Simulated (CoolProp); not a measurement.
n-nonane at several states: Z from the reference equation and from simpler models built on Tc = 594.5 K, pc = 2.282 MPa, ω = 0.443; each cubic takes its own stable root.

Values from CoolProp's reference Helmholtz-energy equation of state, Lemmon 2006. It is a short technical equation, of lower accuracy than the large ones.

```csv
T (K),p (MPa),phase,reference
246.5,1.52,liquid,0.1259
264.2,0.22,liquid,0.01734
435.2,0.0376,gas,0.9812
325.9,0.0178,liquid,0.001217
350,0.958,liquid,0.06267
445,0.0276,gas,0.9874
```

Question: How far does each simpler model (van der Waals, Soave-Redlich-Kwong) lie from the reference over these 6 states: mean and median of the absolute difference, and the worst?

Answer: 
- van der Waals: mean 13593.1 %, median 83.4 %, worst +81305.1 % at 325.9 K and 0.0178 MPa
- Soave-Redlich-Kwong: mean 13.0 %, median 17.9 %, worst +21.2 % at 246.5 K and 1.52 MPa

At some of these states van der Waals gives the other phase, because its saturation line lies elsewhere.
